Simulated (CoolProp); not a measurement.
A single-stage vapour-compression cycle with ethane: evaporating at 222.15 K (dew point), condensing at 289.15 K (bubble point), superheat 0 K, subcooling 0 K, compressor efficiency 0.85, no pressure losses. Each further row changes one setting.

Computed with CoolProp (reference Helmholtz-energy equation of state, Bücker 2006).

| case | cooling COP | pressure ratio | discharge temperature (K) | refrigerating effect (kJ/kg) | volumetric capacity (kJ/m³) |
|---|---|---|---|---|---|
| as stated | ? | 6.48 | 330.6 | 218 | 2120 |
| evaporating temperature 227.15 K | 1.82 | 5.43 | 326.5 | 222 | ? |
| condensing temperature 284.15 K | 1.87 | ? | 323.3 | 238 | 2320 |
| subcooling 5 K | 1.76 | 6.48 | 330.6 | 240 | ? |
| superheat 10 K | ? | 6.48 | 341.4 | 235 | 2150 |
| compressor efficiency 0.75 | 1.41 | 6.48 | 338.1 | 218 | 2120 |

Question: What belongs in the gaps?

Answer: 
- as stated, cooling COP: 1.60
- evaporating temperature 227.15 K, volumetric capacity (kJ/m³): 2560
- condensing temperature 284.15 K, pressure ratio: 5.80
- subcooling 5 K, volumetric capacity (kJ/m³): 2330
- superheat 10 K, cooling COP: 1.62
